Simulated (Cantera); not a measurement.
An isothermal, constant-pressure homogeneous reactor starts with NH3 : N2 : H2 = 1 : 0.1 : 0.087 (molar parts), at 2025 K and 0.395 atm.

Computed with Cantera and the gas-phase N/H chemistry of the illustrative SiF4/NH3 mechanism in the Surface Chemkin manual (1991). Walls and surfaces, which speed up NH3 decomposition in real reactors, are not modelled.

One state of this run: x NH3 = 0.821; x NH2 = 0.00134; x H2 = 0.0892; x N2H4 = 2.71e-7; x H = 5.08e-5; x N = 3.96e-7. x: mole fraction; the columns are a selection and need not sum to one.

Question: Which value of t (s) does it belong to?
A) 4.60e-5
B) 0.00128
C) 0.435
D) 1.00

Answer: B, 0.00128
